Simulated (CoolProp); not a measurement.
A single-stage vapour-compression cycle with the fluid: evaporating at 198.15 K (dew point), condensing at 256.15 K (bubble point), superheat 10 K, subcooling 2 K, compressor efficiency 0.9, no pressure losses. The same conditions are run with several fluids, on thermodynamics alone (safety and materials aside).

The numbers come from the reference Helmholtz-energy equation of state of each fluid (propylene: Lemmon 2013; CH2F2 (R32): Tillner-Roth 1997; R22: Kamei 1995; propane: Lemmon 2009; hydrogen sulfide: Lemmon 2006; nitrous oxide: Lemmon 2006) in CoolProp.

```
fluid             cooling COP  pressure ratio  discharge temperature (K)  refrigerating effect (kJ/kg)  volumetric capacity (kJ/m³)
----------------  -----------  --------------  -------------------------  ----------------------------  ---------------------------
propylene                2.45            14.2                      316.6                           356                          210
CH2F2 (R32)              2.29            17.3                          ?                           324                          258
R22                      2.41            18.7                      344.2                           198                            ?
propane                  2.47            15.1                      306.3                           346                          160
hydrogen sulfide         2.28            13.4                      412.2                           461                          414
nitrous oxide            2.19            9.22                      359.3                             ?                         1490
```

Question: Some entries are withheld; supply them.

Answer: 
- CH2F2 (R32), discharge temperature (K): 382.5
- R22, volumetric capacity (kJ/m³): 147
- nitrous oxide, refrigerating effect (kJ/kg): 264
